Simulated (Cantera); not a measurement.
A closed system holds: 1 mol Na₂CO₃, 0.2 mol CO₂, at 13300 Pa.

Equilibrium computed with Cantera from the NASA thermochemical tables; the gas is ideal and each condensed phase is pure. Candidate condensed phases: C, Na, NaO₂, Na₂CO₃, Na₂O, Na₂O₂; 16 gas species. Kinetics and transport are ignored. All values below are at 1675 °C.

Base state: Na 0.530, CO₂ 0.324, O₂ 0.131, NaO 0.0116, CO 0.00208, Na₂O 0.000773, O 0.000440, Na₂ 0.000202 (mole fractions); condensed: gas only.

Task: What changes in the equilibrium state with this change: CO₂ from 0.2 to 1.9 mol?

Result: 
```csv
species,before,after
CO₂,0.324,0.534
Na,0.530,0.364
O₂,0.131,0.0911
NaO,0.0116,0.00665
Na₂O,0.000773,0.000304
Na₂,0.000202,9.50e-5
CO,0.00208,0.00410
O,0.000440,0.000367
```
